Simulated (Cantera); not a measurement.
**NO annealing gas**

An isothermal, constant-pressure homogeneous reactor starts with NO : N₂ = 1 : 0.13 (molar parts), at 1723 K and 0.132 atm.

Detailed kinetics in Cantera: GRI-Mech 3.0 (53 species, 325 reactions).

```json
[
 {"t (s)": "4.00e-6", "x NO": "0.885", "x O": "4.68e-8", "x NO₂": "2.10e-10", "x O₂": "3.58e-12", "x N₂O": "4.70e-8", "x N₂": "0.115"},
 {"t (s)": "1.42e-5", "x NO": "0.885", "x O": "1.64e-7", "x NO₂": "2.63e-9", "x O₂": "4.49e-11", "x N₂O": "1.67e-7", "x N₂": "0.115"},
 {"t (s)": "5.03e-5", "x NO": "0.885", "x O": "5.60e-7", "x NO₂": "3.18e-8", "x O₂": "5.46e-10", "x N₂O": "5.91e-7", "x N₂": "0.115"},
 {"t (s)": "0.000179", "x NO": "0.885", "x O": "1.74e-6", "x NO₂": "3.64e-7", "x O₂": "6.40e-9", "x N₂O": "2.09e-6", "x N₂": "0.115"},
 {"t (s)": "0.000634", "x NO": "0.885", "x O": "4.14e-6", "x NO₂": "3.37e-6", "x O₂": "7.08e-8", "x N₂O": "7.35e-6", "x N₂": "0.115"},
 {"t (s)": "0.00225", "x NO": "0.885", "x O": "6.58e-6", "x NO₂": "2.00e-5", "x O₂": "8.49e-7", "x N₂O": "2.53e-5", "x N₂": "0.115"},
 {"t (s)": "0.00797", "x NO": "0.885", "x O": "1.06e-5", "x NO₂": "7.50e-5", "x O₂": "1.28e-5", "x N₂O": "8.04e-5", "x N₂": "0.115"},
 {"t (s)": "0.0283", "x NO": "0.884", "x O": "1.57e-5", "x NO₂": "0.000149", "x O₂": "0.000162", "x N₂O": "0.000199", "x N₂": "0.115"},
 {"t (s)": "0.100", "x NO": "0.883", "x O": "1.82e-5", "x NO₂": "0.000174", "x O₂": "0.000985", "x N₂O": "0.000287", "x N₂": "0.116"},
 {"t (s)": "0.356", "x NO": "0.876", "x O": "2.04e-5", "x NO₂": "0.000203", "x O₂": "0.00408", "x N₂O": "0.000286", "x N₂": "0.119"},
 {"t (s)": "1.26", "x NO": "0.855", "x O": "2.64e-5", "x NO₂": "0.000278", "x O₂": "0.0148", "x N₂O": "0.000269", "x N₂": "0.130"},
 {"t (s)": "4.48", "x NO": "0.784", "x O": "3.98e-5", "x NO₂": "0.000419", "x O₂": "0.0501", "x N₂O": "0.000220", "x N₂": "0.165"},
 {"t (s)": "15.9", "x NO": "0.595", "x O": "6.22e-5", "x NO₂": "0.000530", "x O₂": "0.144", "x N₂O": "0.000121", "x N₂": "0.260"},
 {"t (s)": "56.4", "x NO": "0.287", "x O": "8.67e-5", "x NO₂": "0.000369", "x O₂": "0.298", "x N₂O": "2.70e-5", "x N₂": "0.414"},
 {"t (s)": "200", "x NO": "0.0665", "x O": "0.000100", "x NO₂": "0.000100", "x O₂": "0.409", "x N₂O": "1.47e-6", "x N₂": "0.524"}
]
```
x: mole fraction; the columns are a selection and need not sum to one.

Equilibrium at this temperature and pressure: NO 0.00386, O 0.000104, NO₂ 6.05e-6, O₂ 0.440, N₂O 6.89e-8, N₂ 0.556 (gas phase only).
